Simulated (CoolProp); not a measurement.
Aqueous potassium acetate as a coolant, at 17 °C, 1 atm.

Computed with CoolProp (Melinder's fits for secondary coolants).

```csv
mass %,freezing point (°C),density (kg/m³),conductivity (W/(m K)),viscosity (mPa s),cp (kJ/(kg K))
4.4,…,1024,0.579,1.20,4.012
8.9,-4.0,1046,0.564,1.34,3.854
13.5,…,1069,0.548,1.50,3.705
18,…,…,0.534,1.69,3.568
22.6,-13.6,1117,0.519,1.93,3.433
27.1,-18.9,1142,0.505,2.23,3.305
31.6,…,1168,0.491,2.62,…
36.2,-34.3,1195,0.478,3.15,…
```

Problem. Some entries are withheld; supply them.

Solution. 
- 4.4, freezing point (°C): -1.7
- 13.5, freezing point (°C): -6.6
- 18, freezing point (°C): -9.6
- 18, density (kg/m³): 1092
- 31.6, freezing point (°C): -25.7
- 31.6, cp (kJ/(kg K)): 3.179
- 36.2, cp (kJ/(kg K)): 3.052
